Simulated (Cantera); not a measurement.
Feed: 1 mol C3H6, 1.4 mol H2, held at 100 Pa.

These are equilibrium values from Cantera (NASA tables, ideal gas, pure condensed phases), not measurements of a reactor. Candidate condensed phases: C, C6H6, C7H8, C8H18; 86 gas species. Ions and electrons are included (thermal ionisation). The numbers say what is thermodynamically allowed, not how fast it happens.

### Question
Which condensed phases are stable at each of these points (T (K)): 2500, 2750, 3000, 3250, 3500, 3750, 4000, 4250, 4500, 4750, 5000?

### Answer
| T (K) | condensed phases | C condensed (%) |
|---|---|---|
| 2500 | C(graphite) | 97.5 |
| 2750 | C(graphite) | 81.2 |
| 3000 | gas only | 0.0 |
| 3250 | gas only | 0.0 |
| 3500 | gas only | 0.0 |
| 3750 | gas only | 0.0 |
| 4000 | gas only | 0.0 |
| 4250 | gas only | 0.0 |
| 4500 | gas only | 0.0 |
| 4750 | gas only | 0.0 |
| 5000 | gas only | 0.0 |

From 2500 K to 2750 K the condensed part is C(graphite). From 3000 K to 5000 K nothing is condensed.
